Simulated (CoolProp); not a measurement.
Model: reference Helmholtz-energy equation of state, Lemmon 2006, in CoolProp. It is a short technical equation, of lower accuracy than the large ones.

Problem. Give the vapour pressure (kPa), enthalpy of vaporisation (kJ/kg), vapour Z, surface tension (mN/m) of saturated toluene at 465.6 K.

Solution. 
| T (K) | p (kPa) | enthalpy of vaporisation (kJ/kg) | vapour Z | surface tension (mN/m) |
|---|---|---|---|---|
| 465.6 | 655 | 298 | 0.852 | 9.38 |

Surface tension comes from a separate correlation (Mulero 2012).
